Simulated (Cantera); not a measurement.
# Aluminium and copper etching: Cu + F2 + H2

A closed system holds: 1 mol Cu, 3.6 mol F2, 12 mol H2, at 0.210 Torr.

Cantera equilibrium calculation (NASA polynomials, part measured and part estimated; ideal gas, pure solids and liquids). Candidate condensed phases: Cu, CuF2; 15 gas species. Rates play no part.

```
T (°C)  log p H2  log p HF  log p Cu  log p H  log p CuF  log p Cu2  log p H2F2  n Cu(s)  n Cu(l)
------  --------  --------  --------  -------  ---------  ---------  ----------  -------  -------
152        -3.82     -3.89      <-15     <-15       <-15       <-15      -10.10     1.00        0
302        -3.82     -3.89      <-15     <-15       <-15       <-15      -11.04     1.00        0
452        -3.82     -3.89      <-15   -14.94       <-15       <-15      -11.60     1.00        0
602        -3.82     -3.89    -13.30   -12.21     -13.17       <-15      -11.96     1.00        0
752        -3.82     -3.89    -10.38   -10.27     -10.93       <-15      -12.22    1.000        0
902        -3.82     -3.89     -8.22    -8.82      -9.27     -12.89      -12.41    1.000        0
1052       -3.82     -3.89     -6.55    -7.70      -7.99     -10.53      -12.55    0.984        0
1202       -3.83     -3.90     -5.27    -6.80      -7.02      -8.75      -12.67        0    0.690
```
log p: log10 of the partial pressure in bar; n: condensed amount in mol.

From 152 °C to 1052 °C the condensed part is Cu(s). At 1202 °C the condensed part is Cu(l).
